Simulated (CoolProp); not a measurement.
Model: reference Helmholtz-energy equation of state, Thol 2019, in CoolProp.

**Question.** For n-pentane, give the phase and the cp (kJ/(kg K)), conductivity (mW/(m K)) at 392.2 K and 0.101 MPa; 404.6 K and 0.101 MPa.

**Answer.** 
- 392.2 K and 0.101 MPa: gas; cp 2.10, conductivity 25.0
- 404.6 K and 0.101 MPa: gas; cp 2.15, conductivity 26.6

Thermal conductivity comes from a separate model (Vassiliou 2015).
